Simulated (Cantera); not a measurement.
Feed: 1 mol CaCO3, 0.13 mol H2O, 0.45 mol CO2, at 1825 K and 0.0110 bar.

Cantera equilibrium calculation (NASA polynomials, part measured and part estimated; ideal gas, pure solids and liquids). Candidate condensed phases: C, C6H6, C7H8, C8H18, Ca, CaCO3, CaO, Ca(OH)2, H2O; 115 gas species. The numbers say what is thermodynamically allowed, not how fast it happens.

Base state: CO2 0.886, H2O 0.0803, CO 0.0216, O2 0.0107, OH 0.00105, H2 0.000500, O 0.000152, H 9.39e-5 (mole fractions); condensed: CaO(s).

Problem. What changes in the equilibrium state with this change: pressure from 0.0110 bar to 0.180 bar?

Solution. 
| species | before | after |
|---|---|---|
| CO2 | 0.886 | 0.905 |
| H2O | 0.0803 | 0.0815 |
| CO | 0.0216 | 0.00864 |
| O2 | 0.0107 | 0.00430 |
| H | 9.39e-5 | 1.46e-5 |
| O | 0.000152 | 2.38e-5 |
| H2 | 0.000500 | 0.000198 |
| OH | 0.00105 | 0.000420 |
| CaO(s), mol | 1.000 | 1.000 |
